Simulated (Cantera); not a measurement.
## HI + H₂O + O₂ (abatement and gas-phase synthesis)

Input: 1 mol HI, 8.7 mol H₂O, 9.8 mol O₂, at 0.133 bar.

These are equilibrium values from Cantera (NASA tables, ideal gas, pure condensed phases), not measurements of a reactor. Candidate condensed phases: H₂O, I₂; 12 gas species. The numbers say what is thermodynamically allowed, not how fast it happens.

From 1500 K to 3100 K nothing is condensed.

| T (K) | log p O₂ | log p H₂O | log p O | log p OH | log p H | log p H₂ | log p I |
|---|---|---|---|---|---|---|---|
| 1500 | -1.19 | -1.21 | -5.99 | -4.34 | -7.92 | -6.33 | -2.18 |
| 1700 | -1.19 | -1.21 | -4.95 | -3.67 | -6.49 | -5.31 | -2.17 |
| 1900 | -1.19 | -1.21 | -4.12 | -3.15 | -5.35 | -4.50 | -2.17 |
| 2100 | -1.20 | -1.22 | -3.46 | -2.72 | -4.43 | -3.85 | -2.18 |
| 2300 | -1.21 | -1.23 | -2.91 | -2.38 | -3.67 | -3.31 | -2.18 |
| 2500 | -1.23 | -1.27 | -2.45 | -2.11 | -3.04 | -2.88 | -2.19 |
| 2700 | -1.27 | -1.33 | -2.08 | -1.90 | -2.51 | -2.54 | -2.21 |
| 2900 | -1.34 | -1.46 | -1.77 | -1.77 | -2.09 | -2.29 | -2.25 |
| 3100 | -1.45 | -1.69 | -1.53 | -1.72 | -1.76 | -2.17 | -2.31 |
log p: log10 of the partial pressure in bar; nothing condenses.
